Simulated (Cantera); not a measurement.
Fluorocarbon and chlorocarbon gases: CHF3 + Si

Charge: 1 mol CHF3, 0.14 mol Si, at 1.40 mbar.

Method: chemical equilibrium by Gibbs-energy minimisation in Cantera with the NASA 1993 tables (ideal gas, pure condensed phases). Candidate condensed phases: C, C6H6, C7H8, C8H18, Si, SiC; 113 gas species. The tables' values for SiF3 are old estimates; treat these amounts as uncertain. Condensed phases not in the tables: fluorocarbon polymer. Gases not in the tables: C2F6 and larger saturated fluorocarbons. Kinetics and transport are ignored.

```
T (K)   x HF   x CF4       x F     x CF2  x SiF4     x CF3      x CF    x SiF3  n C(graphite)
-----  -----  ------  --------  --------  ------  --------  --------  --------  -------------
723    0.667   0.240    <1e-12    <1e-12  0.0933    <1e-12    <1e-12    <1e-12          0.640
873    0.667   0.240  2.38e-12  5.00e-11  0.0933  1.10e-10    <1e-12    <1e-12          0.640
1023   0.667   0.240   1.40e-9   1.52e-8  0.0933   1.12e-8    <1e-12    <1e-12          0.640
1173   0.667   0.240   1.62e-7   1.06e-6  0.0933   3.45e-7    <1e-12  7.78e-11          0.640
1323   0.667   0.240   6.40e-6   2.78e-5  0.0933   4.86e-6  1.72e-10   2.36e-9          0.640
1473   0.666   0.240  0.000120  0.000371  0.0933   3.98e-5   1.54e-8   3.55e-8          0.640
1623   0.665   0.237   0.00130   0.00303  0.0931  0.000218   5.96e-7   3.23e-7          0.638
1773   0.656   0.225   0.00937    0.0168  0.0919  0.000865   1.22e-5   2.01e-6          0.630
1923   0.621   0.178    0.0472    0.0647  0.0869   0.00239  0.000147   9.41e-6          0.606
2073   0.536  0.0763     0.161     0.147  0.0750   0.00351   0.00105   3.74e-5          0.574
```
x: gas mole fraction; n: condensed amount in mol.

From 723 K to 2073 K the condensed part is C(graphite). The main Si-bearing gas is SiF4 throughout.
